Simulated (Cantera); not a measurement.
A perfectly stirred reactor is fed with 2.90 % C3H8, 20.4 % O2, 76.7 % N2, at 12000 Torr; it is adiabatic with a 350 K inlet, and is followed from long to short residence time, starting on the burning branch (τ in s: 0.1, 0.049, 0.023, 0.011, 0.0054, 0.0026, 0.0012, 0.00058, 0.00028, 0.00013, 6.4e-05).

Detailed kinetics in Cantera: GRI-Mech 3.0 (53 species, 325 reactions). GRI-Mech 3.0 was tuned for natural gas; its chemistry of propane as a main component is partial and can be far from experiment. The pressure lies above the range GRI-Mech 3.0 was tuned for (to about 10 atm).

Problem. Predict: blow-out, bracketed by the residence times tried; x(C3H8) at τ = 0.100 s; x(O2) at τ = 0.100 s; x(OH) at τ = 0.100 s; x(CH2CO) at τ = 0.100 s; x(C2H2) at τ = 0.100 s; x(C3H8) at τ = 2.60 ms; x(O2) at τ = 2.60 ms; x(OH) at τ = 2.60 ms; x(CH2CO) at τ = 2.60 ms; x(C2H2) at τ = 2.60 ms.

Solution. 
```
Quantity                                                                           Value
------------------------------------------------  --------------------------------------
blow-out, bracketed by the residence times tried  burning at 64.0 µs, the shortest tried
x(C3H8) at τ = 0.100 s                                                           1.11e-7
x(O2) at τ = 0.100 s                                                              0.0572
x(OH) at τ = 0.100 s                                                            0.000614
x(CH2CO) at τ = 0.100 s                                                          2.33e-7
x(C2H2) at τ = 0.100 s                                                           7.22e-7
x(C3H8) at τ = 2.60 ms                                                           3.06e-6
x(O2) at τ = 2.60 ms                                                              0.0577
x(OH) at τ = 2.60 ms                                                             0.00100
x(CH2CO) at τ = 2.60 ms                                                          6.19e-6
x(C2H2) at τ = 2.60 ms                                                           9.95e-6
```
